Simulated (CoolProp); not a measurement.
Vapour-liquid equilibrium of R125 (1) + R115 (2) at 0.551 bar; x and y are mole fractions of (1).

Model: multi-fluid Helmholtz-energy mixture model, Lemmon 2005 and Lemmon 2016; pair parameters Bell 2016, in CoolProp.

```json
[
 {"x": "0.05", "bubble temperature (K)": "219.3", "y at the bubble point": "0.135", "dew temperature at overall composition x (K)": "220.5", "liquid density (mol/L)": "10.42"},
 {"x": "0.15", "bubble temperature (K)": "216.6", "y at the bubble point": "0.313", "dew temperature at overall composition x (K)": "219.0", "liquid density (mol/L)": "10.65"},
 {"x": "0.25", "bubble temperature (K)": "215.0", "y at the bubble point": "0.426", "dew temperature at overall composition x (K)": "217.6", "liquid density (mol/L)": "10.88"},
 {"x": "0.35", "bubble temperature (K)": "213.9", "y at the bubble point": "0.508", "dew temperature at overall composition x (K)": "216.1", "liquid density (mol/L)": "11.11"},
 {"x": "0.45", "bubble temperature (K)": "213.2", "y at the bubble point": "0.573", "dew temperature at overall composition x (K)": "214.7", "liquid density (mol/L)": "11.36"},
 {"x": "0.55", "bubble temperature (K)": "212.8", "y at the bubble point": "0.630", "dew temperature at overall composition x (K)": "213.5", "liquid density (mol/L)": "11.61"},
 {"x": "0.65", "bubble temperature (K)": "212.5", "y at the bubble point": "0.687", "dew temperature at overall composition x (K)": "212.6", "liquid density (mol/L)": "11.88"},
 {"x": "0.75", "bubble temperature (K)": "212.4", "y at the bubble point": "0.750", "dew temperature at overall composition x (K)": "212.4", "liquid density (mol/L)": "12.17"},
 {"x": "0.85", "bubble temperature (K)": "212.5", "y at the bubble point": "0.826", "dew temperature at overall composition x (K)": "212.6", "liquid density (mol/L)": "12.47"},
 {"x": "0.95", "bubble temperature (K)": "213.0", "y at the bubble point": "0.930", "dew temperature at overall composition x (K)": "213.1", "liquid density (mol/L)": "12.79"}
]
```

y crosses x between x = 0.65 and 0.75: the model has an azeotrope there.

Pair parameters are fitted to limited data, so mixtures are less certain than the pure fluids.
